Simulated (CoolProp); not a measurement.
Vapour-liquid equilibrium of CHF3 (R23) (1) + R227EA (2) at 264.3 K; x and y are mole fractions of (1).

Model: multi-fluid Helmholtz-energy mixture model, Penoncello 2003 and Lemmon 2016; pair parameters Bell 2016, in CoolProp.

**Question.** Give the bubble pressure and the first vapour's composition at x = 0.2, 0.35, 0.5. Is there an azeotrope?

**Answer.** x = 0.2: 476.9 kPa, y = 0.737; x = 0.35: 746.0 kPa, y = 0.848; x = 0.5: 1008 kPa, y = 0.902. No azeotrope shows between x = 0.05 and 0.95.

Pair parameters are fitted to limited data, so mixtures are less certain than the pure fluids.
